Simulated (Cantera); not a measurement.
An isothermal plug-flow reactor at 875 K and 100000 Pa (inlet), inlet velocity 3.8 m/s, active area per volume 170 1/m; feed 0.541 % CO, 4.56 % O2, 94.9 % N2.

Detailed kinetics in Cantera: Deutschmann's 1995 Pt surface mechanism with GRI-Mech 3.0 gas chemistry. Catalytic surfaces can have several steady states; this one follows from the mechanism file's or the stated starting coverage. Mass transfer to the wall is taken as infinitely fast.

Predict: x(CO) at z = 0.0056 m; x(O2) at z = 0.0056 m; x(CO2) at z = 0.0056 m; θ(free Pt) at the exit; θ(O*) at the exit.


```
Item                      Result
----------------------  --------
x(CO) at z = 0.0056 m   0.000537
x(O2) at z = 0.0056 m     0.0433
x(CO2) at z = 0.0056 m   0.00488
θ(free Pt) at the exit     0.118
θ(O*) at the exit          0.881
```
